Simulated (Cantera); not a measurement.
A Cantera script and its output.

```python
import numpy as np
import cantera as ct

gas = ct.Solution("gri30.yaml")
gas.TPX = 1975, 3900, {'NO': 1, 'N2': 17}
reactor = ct.IdealGasConstPressureReactor(gas, energy="off", clone=False)
net = ct.ReactorNet([reactor])
net.rtol, net.atol = 1e-08, 1e-18
show = ['NO', 'O2', 'N2O', 'NO2', 'O', 'N2']
times = np.geomspace(0.0001, 9, 14)

steps = ct.SolutionArray(gas, extra=["t"])
rows = []
print(f"{'t/s':>10s}{'T/K':>9s}{'P/Pa':>11s}" + "".join(f"{s:>11s}" for s in show))
for t in times:
    while net.time < t:
        t_next = net.step()
        steps.append(gas.state, t=t_next)
    rows.append([np.interp(t, steps.t, y) for y in (steps.T, steps.P, *steps(*show).X.T)])
    print(f"{t:10.3e}{rows[-1][0]:9.1f}{rows[-1][1]:11.4g}" + "".join(f"{x:11.3e}" for x in rows[-1][2:]))
rate = np.gradient(steps.T, steps.t)
print("integrator steps:", len(steps.t))
if steps.T.max() > steps.T[0] + 200:
    print(f"time of steepest temperature rise: {steps.t[rate.argmax()]:.4e} s")
gas.TPX = 1975, 3900, {'NO': 1, 'N2': 17}
gas.equilibrate("TP")
print(f"equilibrium (TP): T = {gas.T:.1f} K  " + "  ".join(f"{s} {gas[s].X[0]:.3e}" for s in show))
```

It prints:

```
       t/s      T/K       P/Pa         NO         O2        N2O        NO2          O         N2
 1.000e-04   1975.0       3900  5.556e-02  1.701e-12  1.159e-08  4.321e-12  1.168e-08  9.444e-01
 2.405e-04   1975.0       3900  5.556e-02  9.908e-12  2.771e-08  2.460e-11  2.823e-08  9.444e-01
 5.784e-04   1975.0       3900  5.556e-02  5.736e-11  6.572e-08  1.351e-10  6.872e-08  9.444e-01
 1.391e-03   1975.0       3900  5.556e-02  3.381e-10  1.530e-07  7.052e-10  1.700e-07  9.444e-01
 3.345e-03   1975.0       3900  5.555e-02  2.043e-09  3.406e-07  3.294e-09  4.345e-07  9.444e-01
 8.044e-03   1975.0       3900  5.555e-02  1.292e-08  6.862e-07  1.305e-08  1.172e-06  9.444e-01
 1.935e-02   1975.0       3900  5.555e-02  8.675e-08  1.131e-06  4.442e-08  3.322e-06  9.444e-01
 4.652e-02   1975.0       3900  5.554e-02  5.989e-07  1.390e-06  1.326e-07  9.249e-06  9.444e-01
 1.119e-01   1975.0       3900  5.552e-02  4.009e-06  1.412e-06  3.400e-07  2.359e-05  9.444e-01
 2.691e-01   1975.0       3900  5.545e-02  2.510e-05  1.390e-06  7.296e-07  5.261e-05  9.445e-01
 6.471e-01   1975.0       3900  5.520e-02  1.305e-04  1.357e-06  1.163e-06  8.785e-05  9.446e-01
 1.556e+00   1975.0       3900  5.448e-02  4.821e-04  1.310e-06  1.438e-06  1.091e-04  9.449e-01
 3.742e+00   1975.0       3900  5.249e-02  1.456e-03  1.202e-06  1.842e-06  1.400e-04  9.459e-01
 9.000e+00   1975.0       3900  4.689e-02  4.226e-03  9.391e-07  2.477e-06  2.025e-04  9.487e-01
integrator steps: 464
equilibrium (TP): T = 1975.0 K  NO 2.808e-03  O2 2.614e-02  N2O 3.468e-08  NO2 3.516e-07  O 4.537e-04  N2 9.706e-01
```

Cantera simulation using GRI-Mech 3.0 (53 species, 325 reactions); the numbers are that mechanism's predictions, not measurements. Radical loss at walls, strong at low pressure, is not modelled.
